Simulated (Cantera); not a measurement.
Mixture: CO : H₂ : O₂ : N₂ = 1 : 0.094 : 1.12 : 5.47 (molar parts), at 0.610 bar, adiabatic and at constant volume. Ignition delay is the time to a rise of 400 K.

Model: GRI-Mech 3.0 (53 species, 325 reactions), integrated in Cantera. Where the delays flatten at high temperature, the 400 K rule measures the pace of heat release, not the induction time.

### Question
Predict: delay at 1100 K; delay at 1200 K; delay at 1300 K; delay at 1400 K; delay at 1500 K; delay at 1600 K.

### Answer
* **delay at 1100 K**: 0.543 ms
* **delay at 1200 K**: 0.373 ms
* **delay at 1300 K**: 0.305 ms
* **delay at 1400 K**: 0.280 ms
* **delay at 1500 K**: 0.280 ms
* **delay at 1600 K**: 0.300 ms
